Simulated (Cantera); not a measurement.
A perfectly stirred reactor is fed with 1.39 % C2H6, 98.6 % N2, at 0.132 atm; it is held at 1800 K, and followed from long to short residence time.

Computed with Cantera and GRI-Mech 3.0 (53 species, 325 reactions). GRI-Mech 3.0 stops at C3 and has no aromatics, soot or wall deposition, so with more carbon than oxygen in the feed, carbon stays in small species such as C2H2 where larger ones or solid carbon would form.

### Question
Predict: x(C2H6) at τ = 0.370 s; x(C2H4) at τ = 0.370 s; x(CH3) at τ = 0.370 s; x(H) at τ = 0.370 s; x(HCN) at τ = 0.370 s; x(C2H6) at τ = 45.0 ms; x(C2H4) at τ = 45.0 ms; x(CH3) at τ = 45.0 ms; x(H) at τ = 45.0 ms; x(HCN) at τ = 45.0 ms.

### Answer
```json
{
 "x(C2H6) at τ = 0.370 s": "2.84e-6",
 "x(C2H4) at τ = 0.370 s": "1.91e-5",
 "x(CH3) at τ = 0.370 s": "0.000144",
 "x(H) at τ = 0.370 s": "0.000275",
 "x(HCN) at τ = 0.370 s": "0.000320",
 "x(C2H6) at τ = 45.0 ms": "2.02e-5",
 "x(C2H4) at τ = 45.0 ms": "0.000107",
 "x(CH3) at τ = 45.0 ms": "0.000377",
 "x(H) at τ = 45.0 ms": "0.000376",
 "x(HCN) at τ = 45.0 ms": "0.000167"
}
```
